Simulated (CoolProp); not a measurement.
Vapour pressure (kPa) of carbonyl sulfide: the reference equation beside estimates from Tc = 378.8 K, pc = 6369 kPa, ω = 0.098. Clausius-Clapeyron is anchored at 320.6 K with a constant enthalpy of vaporisation of 13.02 kJ/mol.

Model: reference Helmholtz-energy equation of state, Lemmon 2006, in CoolProp. It is a short technical equation, of lower accuracy than the large ones.

```tsv
T (K)	reference	Lee-Kesler	Clausius-Clapeyron	van der Waals	Redlich-Kwong	Soave-Redlich-Kwong	Peng-Robinson
282.2	843.4	844.9	1106	1742	922.8	847.0	842.7
289.9	1038	1041	1282	1983	1134	1045	1038
297.6	1264	1267	1475	2245	1376	1275	1264
305.3	1524	1527	1684	2528	1652	1539	1525
313	1820	1823	1910	2832	1964	1841	1823
320.6	2151	2154	2151	3153	2309	2178	2157
328.3	2529	2532	2412	3502	2698	2564	2539
336	2952	2956	2690	3873	3129	2995	2968
343.7	3425	3429	2987	4267	3604	3476	3448
351.4	3952	3958	3300	4685	4124	4008	3981
359.1	4538	4547	3631	5127	4692	4596	4572
```

Absolute difference from the reference over all 11 rows, mean and median: Lee-Kesler 0.2 and 0.2 %, Clausius-Clapeyron 13.6 and 12.8 %, van der Waals 51.7 and 46.6 %, Redlich-Kwong 7.0 and 7.3 %, Soave-Redlich-Kwong 1.1 and 1.3 %, Peng-Robinson 0.3 and 0.3 %.
